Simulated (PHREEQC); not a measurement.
Model water analysis in mg/L, 25 °C, pH 6.92, pe 10.4:

```tsv
constituent	mg/L
Na	3.59
K	0.229
Ca	2.44
Mg	0.0338
Cl	2.37
S(6) as SO4	2.91
Alkalinity as HCO3	10
Cu(2)	0.103
Ni	0.04
Zn	0.00221
```

Valence states are taken as typed.

Equilibrium calculation in PHREEQC: ion-association model, wateq4f.dat.

Precipitation was switched off in this run.

**Question.** Order these Ni species by the share of Ni that they hold, largest first: NiCO3, Ni+2, NiHCO3+, NiSO4.

**Answer.** Ni+2 (69 %), NiCO3 (29 %), NiHCO3+ (1.4 %), NiSO4 (0.34 %)

The pH is 6.92 and the ionic strength 0.000381 mol/kgw. The database's constant for dissolved Cu(OH)2 is higher than later reviews accept. The database's nickel carbonate constants are estimates that later reviews lower a good deal.
